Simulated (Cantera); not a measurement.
Input (Python, Cantera) and output of one run.

```python
import numpy as np
import cantera as ct

gas_names = """
    F F2 FS2F,fluorodisu N NF NF2 NF3 N2 S SF SF2 SF3 SF4 SF5 SF6 SN S2 S2F2,thiothiony S8 Si SiF SiF2
    SiF3 SiF4 SiN SiS Si2 Si2N Si3
""".split()
cond_names = """
    S(cr1) S(cr2) S(L) Si(cr) Si(L) Si3N4(a)
""".split()


def load(file, names, dense=False):
    # The tables refer to 1 bar. Condensed volumes are neglected.
    table = {s.name: s for s in ct.Species.list_from_file(file)}
    out = []
    for n in names:
        d = dict(table[n].input_data)
        d["thermo"] = dict(d["thermo"], **{"reference-pressure": 1e5})
        if dense:
            d["equation-of-state"] = {"model": "constant-volume", "density": "1e6 g/cm^3"}
        out.append(ct.Species.from_dict(d))
    return out


gas = ct.Solution(thermo="ideal-gas", species=load("nasa_gas.yaml", gas_names))
cond = {s.name: ct.Solution(thermo="fixed-stoichiometry", species=[s], name=s.name)
        for s in load("nasa_condensed.yaml", cond_names, dense=True)}
atoms = {
    'Si': {'Si': 1},
    'SF6': {'S': 1, 'F': 6},
    'N2': {'N': 2},
}
top_T = {'Si3N4(a)': 2400}  # K; cautious upper limits of use, not melting points


def equilibrate(T, P, feed):
    n = {}
    for name, mol in feed.items():
        for a, k in atoms[name].items():
            n[a] = n.get(a, 0.0) + k * mol
    gas.TPX = T, P, n
    mass = sum(n.values()) * gas.mean_molecular_weight
    gas.equilibrate("TP")
    valid = [c for c in cond.values() if c.min_temp <= T <= top_T.get(c.name, c.max_temp)]
    mix = ct.Mixture([(gas, mass / gas.mean_molecular_weight)] + [(c, 0.0) for c in valid])
    mix.T, mix.P = T, P
    mix.equilibrate("TP", solver="vcs", rtol=1e-11, max_steps=5000)
    return mix


results = []
feed = {'Si': 1, 'SF6': 1.9, 'N2': 0.75}  # mol
T = 1523.15  # K
P = 2.6  # Pa
mix = equilibrate(T, P, feed)
results.append((T, P, feed, dict(zip(mix.species_names, mix.species_moles))))
print(gas.report(threshold=1e-05))
for i in range(1, mix.n_phases):
    print(f"{mix.phase(i).name:16s} {mix.phase_moles(i):12.5e} mol")
```

Result:

```
       temperature   1523.2 K
          pressure   2.6 Pa
           density   9.1523e-06 kg/m^3
  mean mol. weight   44.579 kg/kmol
   phase of matter   gas

                          1 kg             1 kmol
                     ---------------   ---------------
          enthalpy       -4.5641e+06       -2.0346e+08  J
   internal energy       -4.8482e+06       -2.1613e+08  J
           entropy            8272.1        3.6877e+05  J/K
    Gibbs function       -1.7164e+07       -7.6515e+08  J
 heat capacity c_p             969.2             43206  J/K
 heat capacity c_v            782.69             34892  J/K

                      mass frac. Y      mole frac. X     chem. pot. / RT
                     ---------------   ---------------   ---------------
                 F           0.21574           0.50622           -26.251
   FS2F,fluorodisu        5.7943e-05        2.5295e-05           -90.561
                N2          0.064333           0.10237           -38.896
                 S        0.00026398        0.00036707           -19.029
                SF         0.0075799          0.006618           -45.281
               SF2           0.37709           0.23996           -71.532
               SF3         0.0062847          0.003146           -97.784
               SF4        0.00091411        0.00037713           -124.04
                S2         0.0017923         0.0012461           -38.058
   S2F2,thiothiony         0.0072613         0.0031699           -90.561
              SiF4           0.31868            0.1365           -183.04
     [  +18 minor]        6.4418e-07        7.4466e-07

S(L)              0.00000e+00 mol
Si(cr)            0.00000e+00 mol
Si3N4(a)          0.00000e+00 mol
```

Equilibrium computed with Cantera from the NASA thermochemical tables; the gas is ideal and each condensed phase is pure. The tables' values for S2F2 (SSF2), SF3, FS2F (FSSF) are old estimates; treat these amounts as uncertain.
